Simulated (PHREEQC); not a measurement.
PHREEQC input (Pitzer model, pitzer.dat):

```
SOLUTION 1
  temp 15
  units mol/kgw
  pH 7 charge
  S(6) 0.076
  K 0.152
  Cl 0.011
  Na 0.011
END
USE solution 1
INCREMENTAL_REACTIONS false
REACTION 1
  H2O -1
  0 9.886 18.011 24.689 30.178 34.689 38.397 41.444
  43.949 46.007 47.699 49.089 50.232 51.172 51.944 52.578
  53.1 53.528 53.88 54.17 54.408 54.603 54.764 54.896
  55.005 55.094 55.168 55.228 moles
EQUILIBRIUM_PHASES 1
  Arcanite 0 0
  Glaserite 0 0
  Halite 0 0
  Mirabilite 0 0
  Misenite 0 0
  Sylvite 0 0
  Thenardite 0 0
SELECTED_OUTPUT 1
  -reset false
  -pH true
  -pe true
  -ionic_strength true
  -water true
  -activities H2O
  -totals Cl K Na S
  -molalities H+ Na+ K+ Cl- SO4-2 OH- HSO4-
  -equilibrium_phases Arcanite Glaserite Halite Mirabilite Misenite Sylvite Thenardite
PRINT
  -reset false
END
```

Selected output (columns that matter, 14 of 28 rows; water left (kg) added in front):

```
water left (kg)	pH	mu	Cl	K	Na	S	m_H+	m_Na+	m_K+	m_Cl-	m_SO4-2	la_H2O	Arcanite	Glaserite
1	7.3739	0.239	0.011	0.152	0.011	0.076	6.6948e-08	0.011	0.152	0.011	0.076	-0.0015661	0	0
0.675514	7.4043	0.3538	0.016284	0.22501	0.016284	0.11251	6.7083e-08	0.016284	0.22501	0.016284	0.11251	-0.0022534	0	0
0.456313	7.436	0.52376	0.024106	0.3331	0.024106	0.16655	6.7299e-08	0.024106	0.3331	0.024106	0.16655	-0.0032359	0	0
0.30824	7.4689	0.77537	0.035687	0.49312	0.035687	0.24656	6.7231e-08	0.035687	0.49312	0.035687	0.24656	-0.004637	0	0
0.208215	7.5036	1.1479	0.05283	0.73002	0.05283	0.36501	6.6048e-08	0.05283	0.73002	0.05283	0.36501	-0.0066329	0	0
0.140655	7.5412	1.6992	0.078206	1.0807	0.078206	0.54033	6.2088e-08	0.078206	1.0807	0.078206	0.54033	-0.009486	0	0
0.0950203	7.5395	1.8039	0.11576	1.1254	0.11576	0.56271	6.1101e-08	0.11576	1.1254	0.11576	0.56271	-0.01029	0.022531	0
0.0527548	7.528	1.9472	0.20851	1.1591	0.20851	0.57955	5.9695e-08	0.20851	1.1591	0.20851	0.57955	-0.011742	0.045426	0
0.0356396	7.5163	2.099	0.30865	1.1936	0.30865	0.59678	5.8127e-08	0.30865	1.1936	0.30865	0.59678	-0.013314	0.054731	0
0.0240733	7.5001	2.3189	0.45694	1.2413	0.45694	0.62064	5.5747e-08	0.45694	1.2413	0.45694	0.62064	-0.015655	0.061059	0
0.0162724	7.4781	2.6343	0.67599	1.3056	0.67599	0.65278	5.2185e-08	0.67599	1.3056	0.67599	0.65278	-0.019153	0.065378	0
0.0109937	7.4486	3.0845	1.0006	1.3893	1.0006	0.69465	4.6982e-08	1.0006	1.3893	1.0006	0.69465	-0.024455	0.068363	0
0.0074265	7.41	3.7204	1.4812	1.4928	1.4812	0.74641	3.9766e-08	1.4812	1.4928	1.4812	0.74641	-0.032639	0.070457	0
0.00501235	7.3366	4.0568	2.1946	1.6855	1.7505	0.62073	3.4912e-08	1.7505	1.6855	2.1946	0.62073	-0.042284	0.068437	0.0022258
```

Complexes and solids missing from the database can't appear.
